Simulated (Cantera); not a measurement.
Feed: 1 mol c-C4F8, a varied amount of Si, 0.014 mol CH4, equilibrated at 2998 K and 75.0 Torr.

Points: n(Si) (mol) = 0.01, 0.015, 0.022, 0.033, 0.048, 0.072, 0.11, 0.16, 0.23.

Cantera's Mixture.equilibrate('TP', solver="vcs", rtol=1e-11, max_steps=5000) on the NASA tables stopped like this:

```
ERROR: FAILURE its = 5001!

*******************************************************************************
CanteraError thrown by MultiPhase::equilibrate:
VCS solver failed. Return code: -1
*******************************************************************************
```

Q: What got this run through?

A: This is not unique; one that fits is The failure is numerical, not chemical. The same input converged with solver="gibbs", rtol=1e-10, max_steps=50000, and the result passed a check of the equilibrium conditions:
```
log10 of partial pressures in bar; condensed amounts in mol
     n(Si)         F       CF2        CF      SiF4        HF     C(gr)
      0.01    -1.187    -1.589    -2.126    -3.838    -3.053     1.823
     0.015    -1.188    -1.590    -2.126    -3.661    -3.053     1.829
     0.022    -1.188    -1.590    -2.127    -3.494    -3.052     1.837
     0.033    -1.189    -1.592    -2.127    -3.316    -3.050      1.85
     0.048    -1.190    -1.593    -2.128    -3.151    -3.048     1.868
     0.072    -1.191    -1.596    -2.129    -2.972    -3.045     1.896
      0.11    -1.193    -1.601    -2.132    -2.783    -3.040      1.94
      0.16    -1.196    -1.607    -2.135    -2.614    -3.033     1.998
      0.23    -1.201    -1.616    -2.139    -2.446    -3.023      2.08
```

The gas is ideal and each condensed phase is pure. The feed counts by its element totals alone. The tables' values for SiF3, SiF2 are old estimates; treat these amounts as uncertain. Gases not in the tables: C2F6 and larger saturated fluorocarbons.
